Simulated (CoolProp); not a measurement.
Saturation properties of toluene (Tc = 591.7 K, pc = 4126 kPa, ω = 0.266).

Model: reference Helmholtz-energy equation of state, Lemmon 2006, in CoolProp. It is a short technical equation, of lower accuracy than the large ones.

```tsv
T (K)	p (kPa)	vapour density (kg/m³)	enthalpy of vaporisation (kJ/kg)	surface tension (mN/m)	vapour viscosity (µPa s)
450.2	488.1	13.67	311.5	10.9	10.2
468.9	…	…	294.8	9.06	10.7
487.6	961.8	27.14	276.2	7.32	11.2
506.3	1299	37.47	255.1	5.67	…
525	1717	51.55	230.6	4.12	12.4
543.7	2231	71.44	201.1	2.70	13.3
562.4	2856	…	163.2	…	…
581.1	3618	157.9	106.2	0.386	…
```

Question: Fill in the missing entries.

Answer: 
- 468.9, p (kPa): 695.1
- 468.9, vapour density (kg/m³): 19.44
- 506.3, vapour viscosity (µPa s): 11.7
- 562.4, vapour density (kg/m³): 101.8
- 562.4, surface tension (mN/m): 1.43
- 562.4, vapour viscosity (µPa s): 14.6
- 581.1, vapour viscosity (µPa s): 17.4

It boils at 383.7 K under 1 atm.

Viscosity comes from a separate model (Avgeri 2015). Surface tension comes from a separate correlation (Mulero 2012).
